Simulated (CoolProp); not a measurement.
Oxygen along the isobar 6700 kPa: density (kg/m³) from the reference equation and from simpler models built on Tc = 154.6 K, pc = 5046 kPa, ω = 0.022; each cubic takes its own stable root.

Computed with CoolProp (reference Helmholtz-energy equation of state, Schmidt 1985).

```csv
T (K),phase,reference
74.1,liquid,1228
82.9,liquid,1189
91.6,liquid,1149
100.3,liquid,1107
109,liquid,1062
117.7,liquid,1015
126.5,liquid,961.8
135.2,liquid,902.0
143.9,liquid,829.5
152.6,liquid,729.3
161.3,supercritical,510.7
170,supercritical,277.3
178.8,supercritical,220.0
```

Q: How far does each simpler model (van der Waals, Soave-Redlich-Kwong, Peng-Robinson) lie from the reference over these 13 states: mean and median of the absolute difference, and the worst?

A: 
- van der Waals: mean 24.6 %, median 29.3 %, worst -31.1 % at 74.1 K and 6700 kPa
- Soave-Redlich-Kwong: mean 3.2 %, median 1.5 %, worst -11.5 % at 161.3 K and 6700 kPa
- Peng-Robinson: mean 8.4 %, median 9.8 %, worst +12.9 % at 91.6 K and 6700 kPa
